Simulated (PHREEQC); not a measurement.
Model water analysis in mg/L, 10 °C, pH 6.26, pe 12.3: Na 2.65; K 16.1; Ca 23.3; Mg 2.27; Cl 9.99; S(6) as SO4 36.8; Alkalinity as HCO3 49.7; F 1.07; N(5) as NO3 0.0481; Cd 0.343.

Na is adjusted to close the charge balance.
Valence states are taken as typed.

The numbers come from PHREEQC with the ion-association model, phreeqc.dat.

Precipitation was switched off in this run.

Q: Predict the specific conductance.

A: specific conductance 149 µS/cm.

Q: In which forms is Ca present?

A: Ca+2 96 %, CaSO4 3.5 %, CaHCO3+ 0.6 % of the Ca.

At this temperature some constants are extrapolated from 25 °C, and those without enthalpy data are left unchanged.
